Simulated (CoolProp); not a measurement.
A single-stage vapour-compression cycle with vinyl chloride: evaporating at 226.15 K (dew point), condensing at 266.15 K (bubble point), superheat 10 K, subcooling 5 K, compressor efficiency 0.65, no pressure losses. Each further row changes one setting.

Computed with CoolProp (reference Helmholtz-energy equation of state, Thol 2022).

```tsv
case	cooling COP	pressure ratio	discharge temperature (K)	refrigerating effect (kJ/kg)	volumetric capacity (kJ/m³)
as stated	3.21	6.50	360.2	337	222
evaporating temperature 231.15 K	?	?	347.4	341	290
condensing temperature 261.15 K	3.72	5.33	?	345	227
subcooling 10 K	3.28	6.50	360.2	345	227
superheat 20 K	3.16	6.50	372.0	345	?
compressor efficiency 0.55	?	6.50	379.3	337	222
```

Q: What belongs in the gaps?

A: 
- evaporating temperature 231.15 K, cooling COP: 3.82
- evaporating temperature 231.15 K, pressure ratio: 4.93
- condensing temperature 261.15 K, discharge temperature (K): 346.9
- superheat 20 K, volumetric capacity (kJ/m³): 218
- compressor efficiency 0.55, cooling COP: 2.72
